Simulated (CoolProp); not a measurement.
Values from CoolProp's reference Helmholtz-energy equation of state, Smukala 2000.

Q: For ethylene, give the phase and the cv (kJ/(kg K)), speed of sound (m/s), Joule-Thomson coefficient (K/MPa) at 150.2 K and 15.1 kPa; 150.2 K and 28.6 kPa; 150.2 K and 54.3 kPa.

A: 
- 150.2 K and 15.1 kPa: gas; cv 0.911, speed of sound 242, Joule-Thomson coefficient 55.4
- 150.2 K and 28.6 kPa: liquid; cv 1.43, speed of sound 1450, Joule-Thomson coefficient -0.460
- 150.2 K and 54.3 kPa: liquid; cv 1.43, speed of sound 1450, Joule-Thomson coefficient -0.460
